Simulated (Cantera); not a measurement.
Cantera run:

```python
import numpy as np
import cantera as ct

gas_names = """
    F FO FO2 F2 F2O H HF HOF HO2 H2 H2F2 H2O H2O2 H3F3 H4F4 H5F5 H6F6 H7F7 O OH O2 O3
""".split()
cond_names = """
    H2O(s) H2O(L)
""".split()


# ... load() reads the species with a 1 bar reference pressure and builds the phases ...
atoms = {
    'HF': {'H': 1, 'F': 1},
    'H2O': {'H': 2, 'O': 1},
}
top_T = {}  # K; cautious upper limits of use, not melting points


# ... equilibrate(T, P, feed) seeds the gas with the atoms and calls Mixture.equilibrate('TP', solver="vcs", rtol=1e-11, max_steps=5000) ...
results = []
feed = {'HF': 1, 'H2O': 0.21}  # mol
P = 1900000  # Pa
for T in [2325, 2425, 2525, 2625, 2725, 2825, 2925, 3025]:
    mix = equilibrate(T, P, feed)
    results.append((T, P, feed, dict(zip(mix.species_names, mix.species_moles))))

top = {s: max(r[3][s] / sum(r[3][g] for g in gas_names) for r in results) for s in gas_names}
cols = sorted((s for s in top if top[s] > 1e-06), key=lambda s: -top[s])[:8]
seen = [c for c in cond_names if any(r[3].get(c, 0) > 1e-12 for r in results)]
print("log10 of partial pressures in bar; condensed amounts in mol")
print(f"{'T/K':>10s}" + "".join(f"{s[:9]:>10s}" for s in cols + seen))
for T, P, feed, n in results:
    ng = sum(n[g] for g in gas_names)
    print(f"{T:10.4g}" + "".join(f"{np.log10(max(n[s] / ng * P / 1e5, 1e-99)):10.3f}" for s in cols)
          + "".join(f"{n.get(c, 0):10.4g}" for c in seen))
```

Result:

```
log10 of partial pressures in bar; condensed amounts in mol
       T/K        HF       H2O        H2        OH        O2         H         O         F
      2325     1.195     0.508    -1.269    -1.594    -1.688    -2.593    -3.085    -3.022
      2425     1.195     0.504    -1.114    -1.409    -1.542    -2.304    -2.775    -2.763
      2525     1.194     0.498    -0.971    -1.240    -1.409    -2.038    -2.491    -2.525
      2625     1.193     0.490    -0.841    -1.086    -1.289    -1.793    -2.228    -2.304
      2725     1.192     0.479    -0.722    -0.946    -1.180    -1.566    -1.987    -2.098
      2825     1.191     0.466    -0.613    -0.818    -1.081    -1.356    -1.763    -1.906
      2925     1.189     0.450    -0.515    -0.701    -0.993    -1.161    -1.557    -1.727
      3025     1.187     0.430    -0.425    -0.596    -0.914    -0.981    -1.366    -1.558
```

Cantera equilibrium calculation (NASA polynomials, part measured and part estimated; ideal gas, pure solids and liquids).
